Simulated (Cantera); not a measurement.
Mixture: H2 : O2 : N2 : H2O = 1 : 0.312 : 1.17 : 0.3 (molar parts), equivalence ratio 1.6, at 21000 Torr, adiabatic and at constant pressure. Ignition delay is the time to a rise of 400 K.

Cantera simulation using GRI-Mech 3.0 (53 species, 325 reactions); the numbers are that mechanism's predictions, not measurements. The hydrogen kinetics of GRI-Mech 3.0 are dated; newer H2 mechanisms differ, most at raised pressure. The pressure lies above the range GRI-Mech 3.0 was tuned for (to about 10 atm).

Q: Predict: delay at 1100 K; delay at 1250 K; delay at 1400 K; delay at 1550 K; delay at 1700 K; apparent activation energy between 1625 and 1775 K.

A: delay at 1100 K: 0.656 ms
delay at 1250 K: 63.9 µs
delay at 1400 K: 8.41 µs
delay at 1550 K: 1.31 µs
delay at 1700 K: 0.445 µs
apparent activation energy between 1625 and 1775 K: 120 kJ/mol
